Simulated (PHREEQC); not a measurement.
Dissolve 0.073 mol H2SO4 per kg of water at 25 °C. Closed to the air; pH follows from the charge balance.

Model: ion-association model, wateq4f.dat, run in PHREEQC.

The pH is 1.13, the ionic strength is 0.106 mol/kgw and the total alkalinity is -146 meq/kg.

| species | molality | activity | log γ |
|---|---|---|---|
| H+ | 0.0896 | 0.0737 | -0.085 |
| HSO4- | 0.0564 | 0.0435 | -0.112 |
| SO4-2 | 0.0166 | 0.00607 | -0.437 |

Precipitation was switched off in this run.
